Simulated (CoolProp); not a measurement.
Vapour-liquid equilibrium of R1234ze(E) (1) + n-pentane (2) at -41.95 °C; x and y are mole fractions of (1).

Model: multi-fluid Helmholtz-energy mixture model, Thol 2016 and Thol 2019; pair parameters Bell 2016, in CoolProp.

### Question
Give the bubble pressure and the first vapour's composition at x = 0.35, 0.65, 0.95. Is there an azeotrope?

### Answer
x = 0.35: 25.98 kPa, y = 0.929; x = 0.65: 29.19 kPa, y = 0.944; x = 0.95: 32.24 kPa, y = 0.980. No azeotrope shows between x = 0.05 and 0.95.

Pair parameters are fitted to limited data, so mixtures are less certain than the pure fluids. With so large a gap from Raoult's law the liquid may split in two, which this calculation doesn't test in full.
